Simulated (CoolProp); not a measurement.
CH2F2 (R32) at 254.18 K and 0.322 MPa flows at 0.069 m/s in a round tube of 4.6 mm bore and 15 µm roughness, fully developed (64/Re and Nu = 3.66 if laminar; Colebrook and Gnielinski if turbulent). Each further row changes one setting.

Values from CoolProp's reference Helmholtz-energy equation of state, Tillner-Roth 1997.

| case | Reynolds number | Darcy friction factor | pressure drop (Pa/m) | heat-transfer coefficient (W/(m² K)) | mass flow (kg/h) |
|---|---|---|---|---|---|
| as stated | 239 | 0.267 | (withheld) | 8.47 | (withheld) |
| velocity 0.138 m/s | 479 | 0.134 | (withheld) | 8.47 | (withheld) |
| diameter 9.2 mm | 479 | 0.134 | (withheld) | 4.23 | (withheld) |

### Question
Fill in the missing entries.

### Answer

- as stated, pressure drop (Pa/m): 1.19
- as stated, mass flow (kg/h): 0.0354
- velocity 0.138 m/s, pressure drop (Pa/m): 2.38
- velocity 0.138 m/s, mass flow (kg/h): 0.0709
- diameter 9.2 mm, pressure drop (Pa/m): 0.297
- diameter 9.2 mm, mass flow (kg/h): 0.142

Viscosity comes from a separate model (Bell 2016), an estimate that may be off by 10 % or more. Thermal conductivity comes from a separate model (Huber 2003), an estimate that may be off by 10 % or more.
